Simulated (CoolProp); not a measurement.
Aqueous ethanol as a coolant, 50 % by mass, freezing at -37.6 °C, 1 atm.

Values from CoolProp's Melinder's fits for secondary coolants.

```json
[
 {"T (°C)": "-13", "cp (kJ/(kg K))": "3.474", "conductivity (W/(m K))": "0.309", "Prandtl number": "147", "density (kg/m³)": "939.6"},
 {"T (°C)": "-6", "cp (kJ/(kg K))": "3.563", "conductivity (W/(m K))": "0.310", "Prandtl number": "102", "density (kg/m³)": "934.1"},
 {"T (°C)": "1.1", "cp (kJ/(kg K))": "3.646", "conductivity (W/(m K))": "0.312", "Prandtl number": "72.8", "density (kg/m³)": "928.5"},
 {"T (°C)": "8.1", "cp (kJ/(kg K))": "3.719", "conductivity (W/(m K))": "0.314", "Prandtl number": "54.0", "density (kg/m³)": "923.0"},
 {"T (°C)": "15.1", "cp (kJ/(kg K))": "3.784", "conductivity (W/(m K))": "0.316", "Prandtl number": "41.1", "density (kg/m³)": "917.5"},
 {"T (°C)": "22.2", "cp (kJ/(kg K))": "3.841", "conductivity (W/(m K))": "0.318", "Prandtl number": "31.9", "density (kg/m³)": "911.8"},
 {"T (°C)": "29.2", "cp (kJ/(kg K))": "3.888", "conductivity (W/(m K))": "0.319", "Prandtl number": "25.3", "density (kg/m³)": "906.2"},
 {"T (°C)": "36.2", "cp (kJ/(kg K))": "3.926", "conductivity (W/(m K))": "0.321", "Prandtl number": "20.3", "density (kg/m³)": "900.6"}
]
```
